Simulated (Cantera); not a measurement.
## Equilibrium for silicon etching in halogen gases: Si + HF + N2

A closed system holds: 1 mol Si, 1.2 mol HF, 48 mol N2, at 1198 K and 0.100 bar.

These are equilibrium values from Cantera (NASA tables, ideal gas, pure condensed phases), not measurements of a reactor. Candidate condensed phases: Si, Si3N4; 37 gas species. N2 is the only nitrogen source here; it is nearly inert below about 1500 K, so the nitride shown seldom forms there in practice. The tables' values for SiF3 are old estimates; treat these amounts as uncertain. Rates play no part.

```yaml
x(N2): 0.981
x(H2): 0.0123
x(SiF4): 0.00612
x(HF): 0.000190
x(SiF3): 2.30e-5
x(SiHF3): 1.27e-5
n(Si3N4(s)): 0.234 mol
gas_amount: 48.43 mol
log10 activity of Si(s) (absent): -4.38
```
